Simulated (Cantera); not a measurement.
A perfectly stirred reactor is fed with 45.5 % C2H6, 54.5 % N2, at 20.0 Torr; it is held at 1425 K, and followed from long to short residence time.

Computed with Cantera and GRI-Mech 3.0 (53 species, 325 reactions). GRI-Mech 3.0 stops at C3 and has no aromatics, soot or wall deposition, so with more carbon than oxygen in the feed, carbon stays in small species such as C2H2 where larger ones or solid carbon would form. Radical loss at walls, strong at low pressure, is not modelled.

x: mole fraction; the columns are a selection and need not sum to one.

| τ (s) | x C2H6 | x CH4 | x CH2 | x C2H2 | x H |
|---|---|---|---|---|---|
| 25 | 9.23e-5 | 0.0452 | (withheld) | 0.224 | 6.19e-5 |
| 5.6 | 0.000317 | 0.0614 | (withheld) | 0.218 | 8.29e-5 |
| 1.2 | 0.00117 | 0.0846 | (withheld) | 0.207 | 0.000107 |
| 0.27 | 0.00428 | 0.111 | (withheld) | 0.184 | 0.000132 |
| 0.060 | 0.0165 | 0.134 | (withheld) | 0.138 | 0.000154 |
| 0.013 | 0.0651 | 0.128 | (withheld) | 0.0693 | 0.000159 |
| 0.0030 | 0.197 | 0.0734 | (withheld) | 0.0187 | 0.000138 |

Problem. Fill in the missing entries.

Solution. 
- 25, x CH2: 1.34e-8
- 5.6, x CH2: 3.39e-8
- 1.2, x CH2: 8.42e-8
- 0.27, x CH2: 1.96e-7
- 0.060, x CH2: 4.58e-7
- 0.013, x CH2: 1.06e-6
- 0.0030, x CH2: 1.82e-6
